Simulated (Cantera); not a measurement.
An isothermal, constant-pressure homogeneous reactor starts with C₃H₈ : H₂ = 1 : 35 (molar parts), at 1973 K and 143 Torr.

Detailed kinetics in Cantera: GRI-Mech 3.0 (53 species, 325 reactions). GRI-Mech 3.0 was tuned for natural gas; its chemistry of propane as a main component is partial and can be far from experiment. GRI-Mech 3.0 stops at C3 and has no aromatics, soot or wall deposition, so with more carbon than oxygen in the feed, carbon stays in small species such as C2H2 where larger ones or solid carbon would form.

One state of this run: x C₃H₈ = 9.05e-11; x H₂ = 0.953; x C₂H₄ = 6.48e-5; x C₂H = 1.74e-6; x CH₂ = 2.05e-6; x CH₃ = 0.000579. x: mole fraction; the columns are a selection and need not sum to one.

**Question.** Which value of t (s) does it belong to?
A. 0.0126
B. 7.98
C. 1.59
D. 0.000504

**Answer.** A, 0.0126
